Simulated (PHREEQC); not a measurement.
A solution holds 0.003 mol BaCl2, 0.00044 mol CO2 and 0.004 mol KCl per kg of water, at 25 °C. Closed to the air; pH follows from the charge balance.

The numbers come from PHREEQC with the Pitzer model, pitzer.dat.

Each row changes one thing in this solution. Precipitation was switched off in this run.

```
case                                        pH  CO2 (mol/kgw)  HCO3- (mol/kgw)
----------------------------------------  ----  -------------  ---------------
as made                                   4.86       0.000424          1.57e-5
diluted 5-fold with water                 5.21              …          6.45e-6
CO2 from 0.00044 to 0.0044 mol/kgw           …        0.00435          5.02e-5
CO2 from 0.00044 to 0.00022 mol/kgw       5.01       0.000209          1.10e-5
KCl replaced by HCl at the same molality     …       0.000440          6.38e-8
BaCl2 from 0.003 to 0.0027 mol/kgw        4.86       0.000424          1.56e-5
```

**Question.** What belongs in the gaps?

**Answer.** 
- diluted 5-fold with water, CO2 (mol/kgw): 8.16e-5
- CO2 from 0.00044 to 0.0044 mol/kgw, pH: 4.35
- KCl replaced by HCl at the same molality, pH: 2.45
